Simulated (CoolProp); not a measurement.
Vapour-liquid equilibrium of ethanol (1) + benzene (2) at 150.75 °C; x and y are mole fractions of (1).

The numbers come from the multi-fluid Helmholtz-energy mixture model, Schroeder 2014 and Thol 2012; pair parameters Bell 2016 in CoolProp.

Give the bubble pressure and the first vapour's composition at x = 0.15, 0.65, 0.75. Is there an azeotrope?

x = 0.15: 8.610 bar, y = 0.365; x = 0.65: 10.68 bar, y = 0.665; x = 0.75: 10.67 bar, y = 0.734. y crosses x between x = 0.65 and 0.75: the model has an azeotrope there.

Pair parameters are fitted to limited data, so mixtures are less certain than the pure fluids.
